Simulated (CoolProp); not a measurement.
cis-2-butene at several states: fugacity coefficient from the reference equation and from simpler models built on Tc = 435.8 K, pc = 4.236 MPa, ω = 0.202; each cubic takes its own stable root.

Values from CoolProp's reference Helmholtz-energy equation of state, Lemmon 2005. It is a short technical equation, of lower accuracy than the large ones.

```csv
T (K),p (MPa),phase,reference,van der Waals,Redlich-Kwong,Soave-Redlich-Kwong,Peng-Robinson
174.6,0.265,liquid,0.0004590,0.08463,0.0009355,0.0004780,0.0005688
428.6,0.0556,gas,0.9952,0.9959,0.9953,0.9953,0.9948
222.5,0.0557,liquid,0.1240,0.9819,0.2277,0.1236,0.1318
245,11.3,liquid,0.003428,0.04241,0.006081,0.003544,0.003475
```

At some of these states van der Waals gives the other phase, because its saturation line lies elsewhere.
